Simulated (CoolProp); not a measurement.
The fluid at 548.58 K and 12.8 MPa flows at 7.1 m/s in a round tube of 2 mm bore and 15 µm roughness, fully developed (64/Re and Nu = 3.66 if laminar; Colebrook and Gnielinski if turbulent). The same conditions are run with several fluids, on thermodynamics alone (safety and materials aside).

The numbers come from the reference Helmholtz-energy equation of state of each fluid (ammonia: Gao 2020; methane: Setzmann 1991; normal hydrogen: Leachman 2009; propane: Lemmon 2009; methanol: de Reuck 1993) in CoolProp.

```json
[
 {"fluid": "ammonia", "Reynolds number": "37600", "Darcy friction factor": "0.0363", "pressure drop (Pa/m)": "25400", "heat-transfer coefficient (W/(m² K))": "5960", "mass flow (kg/h)": "4.45"},
 {"fluid": "methane", "Reynolds number": "31700", "Darcy friction factor": "0.0366", "pressure drop (Pa/m)": "20300", "heat-transfer coefficient (W/(m² K))": "5210", "mass flow (kg/h)": "3.53"},
 {"fluid": "normal hydrogen", "Reynolds number": "5640", "Darcy friction factor": "0.0441", "pressure drop (Pa/m)": "3000", "heat-transfer coefficient (W/(m² K))": "3260", "mass flow (kg/h)": "0.434"},
 {"fluid": "propane", "Reynolds number": "99700", "Darcy friction factor": "0.0352", "pressure drop (Pa/m)": "67700", "heat-transfer coefficient (W/(m² K))": "14900", "mass flow (kg/h)": "12.3"},
 {"fluid": "methanol", "Reynolds number": "103000", "Darcy friction factor": "0.0352", "pressure drop (Pa/m)": "106000", "heat-transfer coefficient (W/(m² K))": "47700", "mass flow (kg/h)": "19.3"}
]
```

Transport values come from each fluid's own correlations.
